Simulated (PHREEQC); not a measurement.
Make-up at 20 °C: 0.058 mol/kgw H2SO4, 0.00049 mol/kgw FeSO4 and 0.16 mol/kgw MnSO4. Closed to the air; pH follows from the charge balance.

The numbers come from PHREEQC with the ion-association model, phreeqc.dat.

No solid was allowed to form.

Question: Order these Fe species by the share of Fe that they hold, largest first: FeHSO4+, Fe+2, FeSO4.

Answer: Fe+2 (51 %), FeSO4 (37 %), FeHSO4+ (12 %)

The pH is 1.47 and the ionic strength 0.405 mol/kgw.
